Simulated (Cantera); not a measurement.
Input: 1 mol Si₃N₄, 29 mol HCl, 59 mol N₂, held at 1650 K and 1.60 Pa.

Method: chemical equilibrium by Gibbs-energy minimisation in Cantera with the NASA 1993 tables (ideal gas, pure condensed phases). Candidate condensed phases: NH₄Cl, Si, Si₃N₄; 28 gas species. The tables' values for SiCl₃, SiCl are old estimates; treat these amounts as uncertain. The numbers say what is thermodynamically allowed, not how fast it happens.

Base state: N₂ 0.669, HCl 0.232, H₂ 0.0408, SiCl₂ 0.0325, Cl 0.0205, H 0.00458, SiCl₃ 0.000155, SiCl 0.000122 (mole fractions); condensed: gas only.

### Question
What changes in the equilibrium state with this change: HCl from 29 to 66 mol?

### Answer
```csv
species,before,after
N₂,0.669,0.470
HCl,0.232,0.424
H₂,0.0408,0.0398
Cl,0.0205,0.0379
SiCl₂,0.0325,0.0228
Si,0.000116,2.38e-5
SiCl,0.000122,4.62e-5
SiCl₃,0.000155,0.000202
H,0.00458,0.00453
```

### Question
What changes in the equilibrium state with this change: pressure from 1.60 Pa to 0.100 bar?

### Answer
```json
[
 {"species": "N₂", "before": "0.669", "after": "0.684"},
 {"species": "HCl", "before": "0.232", "after": "0.238"},
 {"species": "H₂", "before": "0.0408", "after": "0.0436"},
 {"species": "Cl", "before": "0.0205", "after": "0.000257"},
 {"species": "SiCl₂", "before": "0.0325", "after": "0.0199"},
 {"species": "Si", "before": "0.000116", "after": "1.15e-8"},
 {"species": "SiHCl₃", "before": "4.81e-8", "after": "0.000188"},
 {"species": "SiCl₄", "before": "1.63e-6", "after": "0.00612"},
 {"species": "SiCl", "before": "0.000122", "after": "9.50e-7"},
 {"species": "H", "before": "0.00458", "after": "6.00e-5"}
]
```
The tables' values for SiCl₃ are old estimates; treat these amounts as uncertain.

### Question
What changes in the equilibrium state with this change: temperature from 1650 K to 2123.15 K?

### Answer
```csv
species,before,after
N₂,0.669,0.540
Cl,0.0205,0.204
H,0.00458,0.150
HCl,0.232,0.0516
Si,0.000116,0.0255
SiCl₂,0.0325,0.000480
H₂,0.0408,0.0278
SiCl₃,0.000155,9.08e-8
SiN,2.72e-7,1.48e-5
SiCl,0.000122,0.000537
```
The tables' values for SiCl, SiN are old estimates; treat these amounts as uncertain.
